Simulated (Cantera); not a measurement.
Input: 1 mol S, 0.66 mol SO2, 7.8 mol H2, at 7.50 Torr.

Cantera equilibrium calculation (NASA polynomials, part measured and part estimated; ideal gas, pure solids and liquids). Candidate condensed phases: H2O, H2SO4, S; 19 gas species. Gases not in the tables: S3 to S7. The numbers say what is thermodynamically allowed, not how fast it happens.

x: gas mole fraction; nothing condenses.

```
T (K)   x H2   x H2S  x H2O      x S2      x SH       x H
-----  -----  ------  -----  --------  --------  --------
975    0.618   0.212  0.169  0.000366   9.80e-6   9.00e-9
1050   0.620   0.209  0.169   0.00172   4.11e-5   6.39e-8
1125   0.626   0.199  0.168   0.00608  0.000137   3.52e-7
1200   0.640   0.178  0.167    0.0156  0.000364   1.58e-6
1275   0.659   0.147  0.164    0.0292  0.000785   5.98e-6
1350   0.678   0.115  0.162    0.0434   0.00143   1.96e-5
1425   0.695  0.0872  0.159    0.0554   0.00233   5.69e-5
1500   0.709  0.0654  0.157    0.0645   0.00346  0.000148
1575   0.718       ?  0.155    0.0708         ?         ?
1650   0.725       ?  0.153    0.0748         ?         ?
1725   0.730  0.0285  0.151    0.0769   0.00833   0.00159
1800   0.733  0.0220  0.148    0.0772    0.0104   0.00307
1875   0.734  0.0172  0.144    0.0760    0.0126   0.00562
```

Q: Complete the blanks.

A: 
- 1650, x H2S: 0.0372
- 1650, x SH: 0.00648
- 1650, x H: 0.000774
- 1575, x H2S: 0.0491
- 1575, x SH: 0.00485
- 1575, x H: 0.000352
